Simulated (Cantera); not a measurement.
Input: 1 mol SiH4, 4.1 mol H2, at 1725 K and 0.00390 bar.

Method: chemical equilibrium by Gibbs-energy minimisation in Cantera with the NASA 1993 tables (ideal gas, pure condensed phases). Candidate condensed phases: Si; 9 gas species. Gases not in the tables: Si2H6 and higher silanes. The numbers say what is thermodynamically allowed, not how fast it happens.

Base state: H2 0.997, H 0.00297, Si 0.000260, SiH 2.32e-5, SiH2 1.72e-5 (mole fractions); condensed: Si(l).

### Question
What changes in the equilibrium state with this change: pressure from 0.00390 bar to 0.0133 bar?

### Answer
```json
[
 {"species": "H2", "before": "0.997", "after": "0.998"},
 {"species": "H", "before": "0.00297", "after": "0.00161"},
 {"species": "Si", "before": "0.000260", "after": "7.61e-5"},
 {"species": "SiH", "before": "2.32e-5", "after": "1.26e-5"},
 {"species": "SiH2", "before": "1.72e-5", "after": "1.72e-5"},
 {"species": "Si(l), mol", "before": "0.998", "after": "0.999"}
]
```

### Question
What changes in the equilibrium state with this change: temperature from 1725 K to 825 K?

### Answer
```tsv
species	before	after
H2	0.997	1.00
H	0.00297	<1e-9
Si	0.000260	<1e-9
SiH	2.32e-5	<1e-9
SiH2	1.72e-5	<1e-9
Si(l), mol	0.998	0
Si(s), mol	0	1.00
```
